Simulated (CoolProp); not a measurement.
Vapour-liquid equilibrium of carbon monoxide (1) + methane (2) at 4.86 bar; x and y are mole fractions of (1).

Model: multi-fluid Helmholtz-energy mixture model, Lemmon 2006 and Setzmann 1991; pair parameters Kunz 2012, in CoolProp.

| x | bubble temperature (K) | y at the bubble point | dew temperature at overall composition x (K) | liquid density (mol/L) |
|---|---|---|---|---|
| 0.05 | 129.5 | 0.278 | 134.0 | 24.48 |
| 0.125 | 122.7 | 0.552 | 132.6 | 25.01 |
| 0.2 | 117.4 | 0.711 | 131.1 | 25.40 |
| 0.275 | 113.3 | 0.804 | 129.6 | 25.67 |
| 0.35 | 110.1 | 0.860 | 127.9 | 25.85 |
| 0.425 | 107.7 | 0.896 | 126.1 | 25.95 |
| 0.5 | 105.8 | 0.921 | 124.2 | 25.99 |
| 0.575 | 104.3 | 0.938 | 122.0 | 25.99 |
| 0.65 | 103.0 | 0.952 | 119.6 | 25.94 |
| 0.725 | 102.0 | 0.963 | 116.8 | 25.86 |
| 0.8 | 101.0 | 0.973 | 113.4 | 25.76 |
| 0.875 | 100.1 | 0.983 | 109.2 | 25.65 |
| 0.95 | 99.1 | 0.993 | 103.2 | 25.54 |

No azeotrope shows between x = 0.05 and 0.95.

The pair parameters rest on a limited set of measurements; away from them the model extrapolates. The gap from Raoult's law changes sign with composition, which may be real or a fault of the pair parameters; it wasn't checked against measurements.
